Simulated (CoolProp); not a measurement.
Vapour-liquid equilibrium of benzene (1) + n-nonane (2) at 486.6 K; x and y are mole fractions of (1).

The numbers come from the multi-fluid Helmholtz-energy mixture model, Thol 2012 and Lemmon 2006; pair parameters Bell 2016 in CoolProp.

### Question
Give the bubble pressure and the first vapour's composition at x = 0.05, 0.75, 0.95. Is there an azeotrope?

### Answer
x = 0.05: 0.4935 MPa, y = 0.174; x = 0.75: 1.429 MPa, y = 0.884; x = 0.95: 1.703 MPa, y = 0.978. No azeotrope shows between x = 0.05 and 0.95.

The pair parameters rest on a limited set of measurements; away from them the model extrapolates. The gap from Raoult's law changes sign with composition, which may be real or a fault of the pair parameters; it wasn't checked against measurements.
